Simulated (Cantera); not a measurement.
Charge: 1 mol Pb, 52 mol N₂, equilibrated at 1177 °C and 1.00 bar.

Method: chemical equilibrium by Gibbs-energy minimisation in Cantera with the NASA 1993 tables (ideal gas, pure condensed phases). Candidate condensed phases: Pb; 4 gas species. Rates play no part.

Base state: N₂ 0.985, Pb 0.0149 (mole fractions); condensed: Pb(l).

### Question
What changes in the equilibrium state with this change: temperature from 1177 °C to 1002 °C?

### Answer
```csv
species,before,after
N₂,0.985,0.998
Pb,0.0149,0.00189
"Pb(l), mol",0.213,0.902
```
